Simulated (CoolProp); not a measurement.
Saturation properties of carbonyl sulfide (Tc = 105.6 °C, pc = 6.369 MPa, ω = 0.098).

Model: reference Helmholtz-energy equation of state, Lemmon 2006, in CoolProp. It is a short technical equation, of lower accuracy than the large ones.

| T (°C) | p (MPa) | liquid density (kg/m³) | enthalpy of vaporisation (kJ/kg) | liquid cp (kJ/(kg K)) | vapour Z |
|---|---|---|---|---|---|
| -13.05 | 0.4321 | 1090 | 281.5 | 1.243 | 0.9220 |
| -9.55 | 0.4842 | 1082 | 278.6 | 1.251 | 0.9156 |
| -6.05 | 0.5409 | 1073 | 275.6 | 1.260 | 0.9089 |
| -2.45 | 0.6042 | 1064 | 272.5 | ? | 0.9017 |
| 1.05 | 0.6708 | 1056 | 269.3 | ? | 0.8944 |
| 4.55 | 0.7427 | 1047 | 266.1 | 1.290 | 0.8867 |
| 8.15 | 0.8225 | 1037 | 262.6 | 1.302 | 0.8785 |
| 11.65 | 0.9059 | 1028 | 259.2 | 1.314 | 0.8701 |
| 15.15 | ? | 1018 | 255.7 | 1.327 | 0.8614 |
| 18.65 | ? | 1008 | 252.0 | 1.341 | 0.8523 |
| 22.25 | 1.196 | 998.3 | 248.1 | 1.357 | 0.8426 |
| 25.75 | 1.305 | 988.1 | 244.2 | 1.373 | 0.8327 |
| 29.25 | 1.422 | ? | ? | 1.391 | 0.8224 |

**Question.** Fill in the missing entries.

**Answer.** 
- -2.45, liquid cp (kJ/(kg K)): 1.269
- 1.05, liquid cp (kJ/(kg K)): 1.279
- 15.15, p (MPa): 0.9953
- 18.65, p (MPa): 1.091
- 29.25, liquid density (kg/m³): 977.7
- 29.25, enthalpy of vaporisation (kJ/kg): 240.2

It boils at -50.2 °C under 1 atm.
